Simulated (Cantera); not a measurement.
Gas mixture: 15.2 % CO, 17.7 % C₂H₂, 50.6 % C₂H₄, 16.5 % CH₃OH, at 110 Pa, frozen composition.

Cantera's kinetic-theory transport with the Lennard-Jones parameters of GRI-Mech 3.0, ideal gas; thermal conductivity in the mixture-averaged form. Polar gases are described roughly by these parameters.

D: mixture-averaged diffusion coefficient of that species in the mixture.

```json
[
 {"T (K)": "400", "ρ (kg/m³)": "0.000938", "cp (J/kg/K)": "1710", "μ (µPa s)": "14.3", "λ (mW/m/K)": "32.7", "Pr": "0.749", "D (cm²/s) CH₄": "277", "D (cm²/s) H": "1480", "D (cm²/s) O": "401"},
 {"T (K)": "500", "ρ (kg/m³)": "0.000750", "cp (J/kg/K)": "1959", "μ (µPa s)": "17.5", "λ (mW/m/K)": "45.2", "Pr": "0.758", "D (cm²/s) CH₄": "415", "D (cm²/s) H": "2220", "D (cm²/s) O": "594"},
 {"T (K)": "600", "ρ (kg/m³)": "0.000625", "cp (J/kg/K)": "2184", "μ (µPa s)": "___", "λ (mW/m/K)": "___", "Pr": "0.767", "D (cm²/s) CH₄": "___", "D (cm²/s) H": "___", "D (cm²/s) O": "___"},
 {"T (K)": "700", "ρ (kg/m³)": "0.000536", "cp (J/kg/K)": "2373", "μ (µPa s)": "___", "λ (mW/m/K)": "___", "Pr": "0.772", "D (cm²/s) CH₄": "___", "D (cm²/s) H": "___", "D (cm²/s) O": "___"},
 {"T (K)": "800", "ρ (kg/m³)": "0.000469", "cp (J/kg/K)": "2529", "μ (µPa s)": "25.6", "λ (mW/m/K)": "83.7", "Pr": "0.774", "D (cm²/s) CH₄": "949", "D (cm²/s) H": "5070", "D (cm²/s) O": "1330"},
 {"T (K)": "900", "ρ (kg/m³)": "0.000417", "cp (J/kg/K)": "2664", "μ (µPa s)": "28.0", "λ (mW/m/K)": "96.3", "Pr": "0.776", "D (cm²/s) CH₄": "1160", "D (cm²/s) H": "6210", "D (cm²/s) O": "1630"}
]
```

Question: Complete the blanks.

Answer: 
- 600, μ (µPa s): 20.4
- 600, λ (mW/m/K): 58.1
- 600, D (cm²/s) CH₄: 575
- 600, D (cm²/s) H: 3070
- 600, D (cm²/s) O: 816
- 700, μ (µPa s): 23.1
- 700, λ (mW/m/K): 71.0
- 700, D (cm²/s) CH₄: 753
- 700, D (cm²/s) H: 4020
- 700, D (cm²/s) O: 1060
